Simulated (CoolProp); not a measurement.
The fluid at 293.15 K and 0.202 MPa is throttled through a valve to 0.104 MPa with no heat exchange. The same conditions are run with several fluids, on thermodynamics alone (safety and materials aside).

Computed with CoolProp (reference Helmholtz-energy equation of state of each fluid (R134a: Tillner-Roth 1994; C2F6 (R116): Lemmon 2006; sulfur hexafluoride: Guder 2009; R507A: Lemmon 2003; R410A: Lemmon 2003)). Blends and air are pseudo-pure fits.

```
fluid                temperature change (K)  final density (kg/m³)
-------------------  ----------------------  ---------------------
R134a                                     ?                      ?
C2F6 (R116)                            -0.9                   5.98
sulfur hexafluoride                       ?                      ?
R507A                                     ?                      ?
R410A                                     ?                      ?
```

Q: What belongs in the gaps?

A: 
- R134a, temperature change (K): -2.3
- R134a, final density (kg/m³): 4.49
- sulfur hexafluoride, temperature change (K): -1.0
- sulfur hexafluoride, final density (kg/m³): 6.33
- R507A, temperature change (K): -1.8
- R507A, final density (kg/m³): 4.32
- R410A, temperature change (K): -2.1
- R410A, final density (kg/m³): 3.17
